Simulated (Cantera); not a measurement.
Input (Python, Cantera) and output of one run.

```python
import numpy as np
import cantera as ct

gas_names = """
    C CH CH2 CH3 CH2OH CH3O CH4 CH3OH CO CO2 COOH C2 C2H CHCO,ketyl C2H2,acetylene C2H2,vinylidene
    CH2CO,ketene C2H3,vinyl CH3CO,acetyl C2H4 C2H4O,ethylen CH3CHO,ethanal CH3COOH (HCOOH)2 C2H5 C2H6
    CH3OCH3 C2H5OH C2O C3 C3H3,propargyl C3H4,allene C3H4,propyne C3H4,cyclo- C3H5,allyl C3H6,propylene
    C3H6,cyclo- C3H6O C3H7,n-propyl C3H7,i-propyl C3H8 C3H8O,1propanol C3H8O,2propanol C3O2 C4 C4H2
    C4H4,1,3-cyclo- C4H6,butadiene C4H6,2-butyne C4H6,cyclo- C4H8,1-butene C4H8,cis2-buten
    C4H8,tr2-butene C4H8,isobutene C4H8,cyclo- (CH3COOH)2 C4H9,n-butyl C4H9,i-butyl C4H9,s-butyl
    C4H9,t-butyl C4H10,isobutane C4H10,n-butane C5 C5H6,1,3cyclo- C5H8,cyclo- C5H10,1-pentene
    C5H10,cyclo- C5H11,pentyl C5H11,t-pentyl C5H12,n-pentane C5H12,i-pentane CH3C(CH3)2CH3 C6H2
    C6H5,phenyl C6H5O,phenoxy C6H6 C6H5OH,phenol C6H10,cyclo- C6H12,1-hexene C6H12,cyclo- C6H13,n-hexyl
    C7H7,benzyl C7H8 C7H8O,cresol C7H14,1-heptene C7H15,n-heptyl C7H16,n-heptane C8H8,styrene
    C8H10,ethylbenz C8H16,1-octene C8H17,n-octyl C8H18,isooctane C8H18,n-octane C9H19,n-nonyl
    C10H8,naphthale C10H21,n-decyl C12H9,o-bipheny C12H10,bipheny H HCO HO2 H2 HCHO,formaldehy HCOOH H2O
    H2O2 O OH O2 O3 Ta TaO TaO2
""".split()
cond_names = """
    C(gr) C6H6(L) C7H8(L) C8H18(L),n-octa H2O(s) H2O(L) Ta(cr) Ta(L) TaC(s) TaC(L) Ta2O5(s) Ta2O5(L)
""".split()


def load(file, names, dense=False):
    # The tables refer to 1 bar. Condensed volumes are neglected.
    table = {s.name: s for s in ct.Species.list_from_file(file)}
    out = []
    for n in names:
        d = dict(table[n].input_data)
        d["thermo"] = dict(d["thermo"], **{"reference-pressure": 1e5})
        if dense:
            d["equation-of-state"] = {"model": "constant-volume", "density": "1e6 g/cm^3"}
        out.append(ct.Species.from_dict(d))
    return out


gas = ct.Solution(thermo="ideal-gas", species=load("nasa_gas.yaml", gas_names))
cond = {s.name: ct.Solution(thermo="fixed-stoichiometry", species=[s], name=s.name)
        for s in load("nasa_condensed.yaml", cond_names, dense=True)}
atoms = {
    'Ta(OEt)5': {'Ta': 1, 'C': 10, 'H': 25, 'O': 5},
    'CH4': {'C': 1, 'H': 4},
    'H2': {'H': 2},
}
top_T = {'C(gr)': 4500}  # K; cautious upper limits of use, not melting points


def equilibrate(T, P, feed):
    n = {}
    for name, mol in feed.items():
        for a, k in atoms[name].items():
            n[a] = n.get(a, 0.0) + k * mol
    gas.TPX = T, P, n
    mass = sum(n.values()) * gas.mean_molecular_weight
    gas.equilibrate("TP")
    valid = [c for c in cond.values() if c.min_temp <= T <= top_T.get(c.name, c.max_temp)]
    mix = ct.Mixture([(gas, mass / gas.mean_molecular_weight)] + [(c, 0.0) for c in valid])
    mix.T, mix.P = T, P
    mix.equilibrate("TP", solver="vcs", rtol=1e-11, max_steps=5000)
    return mix


results = []
feed = {'Ta(OEt)5': 1, 'CH4': 0.86, 'H2': 45}  # mol
P = 10000  # Pa
for T in [948, 998, 1048, 1098, 1148, 1198, 1248, 1298, 1348, 1398]:
    mix = equilibrate(T, P, feed)
    results.append((T, P, feed, dict(zip(mix.species_names, mix.species_moles))))

top = {s: max(r[3][s] / sum(r[3][g] for g in gas_names) for r in results) for s in gas_names}
cols = sorted((s for s in top if top[s] > 0.0001), key=lambda s: -top[s])[:6]
seen = [c for c in cond_names if any(r[3].get(c, 0) > 1e-12 for r in results)]
print("log10 of partial pressures in bar; condensed amounts in mol")
print(f"{'T/K':>10s}" + "".join(f"{s[:9]:>10s}" for s in cols + seen))
for T, P, feed, n in results:
    ng = sum(n[g] for g in gas_names)
    print(f"{T:10.4g}" + "".join(f"{np.log10(max(n[s] / ng * P / 1e5, 1e-99)):10.3f}" for s in cols)
          + "".join(f"{n.get(c, 0):10.4g}" for c in seen))
```

Result:

```
log10 of partial pressures in bar; condensed amounts in mol
       T/K        H2        CO       CH4       H2O       CO2     C(gr)    TaC(s)  Ta2O5(s)
       948    -1.025    -2.427    -2.816    -3.467    -4.612     7.656         0       0.5
       998    -1.022    -2.406    -3.055    -3.818    -5.041      7.92         0       0.5
      1048    -1.020    -2.398    -3.275    -4.147    -5.450      8.08         0       0.5
      1098    -1.026    -2.267    -3.489    -4.330    -5.574     6.922    0.3619    0.3191
      1148    -1.036    -2.110    -3.696    -4.464    -5.610     4.755         1         0
      1198    -1.036    -2.109    -3.867    -4.721    -5.930     4.786         1         0
      1248    -1.036    -2.109    -4.024    -4.958    -6.223     4.807         1         0
      1298    -1.036    -2.109    -4.170    -5.176    -6.494     4.821         1         0
      1348    -1.035    -2.109    -4.305    -5.378    -6.743     4.831         1         0
      1398    -1.035    -2.109    -4.431    -5.566    -6.974     4.838         1         0
```

Equilibrium computed with Cantera from the NASA thermochemical tables; the gas is ideal and each condensed phase is pure. The feed counts by its element totals alone. Mutual solubility and eutectic melting of coexisting phases are not modelled. TaC: taken at fixed stoichiometry. Condensed phases not in the tables: Ta2C.
